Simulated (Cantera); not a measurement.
A perfectly stirred reactor is fed with 7.98 % H2, 6.13 % O2, 85.9 % N2, at 105 Torr; it is held at 1325 K, and followed from long to short residence time.

Cantera simulation using the H2/O2 subset of GRI-Mech 3.0, which has no nitrogen chemistry; the numbers are that mechanism's predictions, not measurements. The temperature is held fixed by assumption; the heat of reaction is taken as removed at once.

x: mole fraction; the columns are a selection and need not sum to one.

```tsv
τ (s)	x H2	x O2	x H2O2	x H2O	x O	x HO2
4.5	0.000147	0.0223	6.73e-8	0.0827	7.08e-5	5.91e-7
2.3	0.000229	0.0223	8.89e-8	0.0826	0.000111	7.75e-7
1.1	0.000371	0.0224	1.18e-7	0.0824	0.000181	9.93e-7
0.58	?	0.0224	?	0.0820	?	?
0.30	?	0.0225	?	0.0815	?	?
0.15	0.00131	0.0226	2.17e-7	0.0807	0.000664	1.52e-6
0.076	0.00196	0.0229	2.49e-7	0.0794	0.00102	1.65e-6
0.038	0.00289	0.0234	2.75e-7	0.0775	0.00155	1.75e-6
0.019	0.00411	0.0240	2.90e-7	0.0748	0.00232	1.84e-6
0.0099	0.00551	0.0249	2.94e-7	0.0712	0.00329	1.92e-6
0.0050	0.00717	0.0261	2.88e-7	0.0667	0.00455	1.98e-6
```

Task: What belongs in the gaps?

Result: 
- 0.58, x H2: 0.000561
- 0.58, x H2O2: 1.47e-7
- 0.58, x O: 0.000276
- 0.58, x HO2: 1.18e-6
- 0.30, x H2: 0.000854
- 0.30, x H2O2: 1.81e-7
- 0.30, x O: 0.000425
- 0.30, x HO2: 1.36e-6
